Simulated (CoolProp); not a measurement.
Vapour-liquid equilibrium of benzene (1) + p-xylene (2) at 1.56 MPa; x and y are mole fractions of (1).

Model: multi-fluid Helmholtz-energy mixture model, Thol 2012 and Zhou 2012; pair parameters Bell 2016, in CoolProp.

```tsv
x	bubble temperature, mixture model (°C)	bubble temperature, Raoult's law (°C)	y, mixture model	y, Raoult's law
0.05	275.8	274.3	0.090	0.131
0.2	261.9	258.0	0.334	0.426
0.35	(withheld)	244.5	0.534	0.622
0.5	(withheld)	233.1	(withheld)	0.759
0.65	226.1	223.4	0.812	0.857
0.8	216.4	214.9	0.906	0.930
0.95	207.8	207.4	(withheld)	0.985
```

Problem. What belongs in the gaps?

Solution. 
- 0.35, bubble temperature, mixture model (°C): 248.9
- 0.5, bubble temperature, mixture model (°C): 236.9
- 0.5, y, mixture model: 0.691
- 0.95, y, mixture model: 0.979

The largest gap from Raoult's law is +4.4 K in bubble temperature, at x = 0.35. No azeotrope shows between x = 0.05 and 0.95.

Pair parameters are fitted to limited data, so mixtures are less certain than the pure fluids.
